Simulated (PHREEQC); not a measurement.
A solution holds 3.08e-05 mol/kgw H4SiO4 and 0.00018 mol/kgw Mn(NO3)2, at 25 °C. Closed to the air; pH follows from the charge balance.

Model: ion-association model, phreeqc.dat, run in PHREEQC.

```
Property                   Value
--------------  ----------------
pH                          6.86
ionic strength  0.000540 mol/kgw
```

```
species  molality  activity   log γ
-------  --------  --------  ------
NO3-     0.000360  0.000351  -0.012
Mn+2     0.000180  0.000162  -0.045
H4SiO4    3.08e-5   3.08e-5   0.000
H+        1.41e-7   1.37e-7  -0.011
OH-       7.57e-8   7.37e-8  -0.012
H3SiO4-   3.39e-8   3.31e-8  -0.012
MnOH+     3.12e-8   3.04e-8  -0.011
```

No solid was allowed to form.
